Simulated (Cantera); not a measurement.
An isothermal, constant-pressure homogeneous reactor starts with CH4 : CO2 = 1 : 0.058 (molar parts), at 1373 K and 233 Torr.

Computed with Cantera and GRI-Mech 3.0 (53 species, 325 reactions). GRI-Mech 3.0 stops at C3 and has no aromatics, soot or wall deposition, so with more carbon than oxygen in the feed, carbon stays in small species such as C2H2 where larger ones or solid carbon would form.

Predict: x(CH4) at 4.00 s; x(CO2) at 4.00 s; x(H) at 4.00 s; x(H2) at 4.00 s; x(C2H4) at 4.00 s.


```json
{
  "x(CH4) at 4.00 s": "0.723 (gas-phase equilibrium 0.191)",
  "x(CO2) at 4.00 s": "0.0459 (gas-phase equilibrium 8.04e-9)",
  "x(H) at 4.00 s": "7.89e-7 (gas-phase equilibrium 4.53e-6)",
  "x(H2) at 4.00 s": "0.167 (gas-phase equilibrium 0.566)",
  "x(C2H4) at 4.00 s": "0.00703 (gas-phase equilibrium 0.0291)"
}
```
